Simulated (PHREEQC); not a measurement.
A solution holds 0.0025 mol/kgw CaCl2, 0.0067 mol/kgw CO2 and 0.00046 mol/kgw KCl, at 25 °C. Closed to the air; pH follows from the charge balance.

Equilibrium calculation in PHREEQC: Pitzer model, pitzer.dat.

- pH = 4.26
- ionic strength = 0.00802 mol/kgw
- specific conductance = 706 µS/cm
- osmotic coefficient = 0.969

| species | molality | activity | log γ |
|---|---|---|---|
| CO2 | 0.00664 | 0.00664 | 0.000 |
| Cl- | 0.00546 | 0.00497 | -0.041 |
| Ca+2 | 0.00250 | 0.00172 | -0.162 |
| K+ | 0.000460 | 0.000417 | -0.042 |
| H+ | 6.02e-5 | 5.47e-5 | -0.042 |
| HCO3- | 6.02e-5 | 5.53e-5 | -0.037 |

This is a speciation only: nothing precipitates in the calculation.
